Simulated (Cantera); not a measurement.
## Thermal oxidation and active oxidation of silicon: Si + O2 + N2

A closed system holds: 1 mol Si, 0.036 mol O2, 80 mol N2, held at 10.0 mbar.

Cantera equilibrium calculation (NASA polynomials, part measured and part estimated; ideal gas, pure solids and liquids). Candidate condensed phases: Si, SiO2, Si2N2O, Si3N4; 16 gas species. N2 is the only nitrogen source here; it is nearly inert below about 1500 K, so the nitride shown seldom forms there in practice. Mutual solubility and eutectic melting of coexisting phases are not modelled. The tables' values for SiN are old estimates; treat these amounts as uncertain. Equilibrium is a limit: real reactors are often held back by kinetics, nucleation or transport.

From 927 °C to 1302 °C the condensed part is Si2N2O(s) + Si3N4(s). From 1377 °C to 1527 °C the condensed part is Si3N4(s).

```tsv
T (°C)	x N2	x SiO	x Si	x Si2N	n Si2N2O(s)	n Si3N4(s)
927	1.00	1.29e-10	<1e-12	<1e-12	0.0720	0.285
1002	1.00	3.98e-9	1.67e-12	<1e-12	0.0720	0.285
1077	1.00	8.37e-8	6.29e-11	<1e-12	0.0720	0.285
1152	1.000	1.27e-6	1.61e-9	3.96e-12	0.0719	0.285
1227	1.000	1.45e-5	2.97e-8	1.62e-10	0.0708	0.286
1302	1.000	0.000131	4.13e-7	4.60e-9	0.0616	0.289
1377	0.999	0.000906	4.51e-6	9.60e-8	0	0.309
1452	0.999	0.000906	3.98e-5	1.52e-6	0	0.308
1527	0.999	0.000906	0.000292	1.91e-5	0	0.300
```
x: gas mole fraction; n: condensed amount in mol.
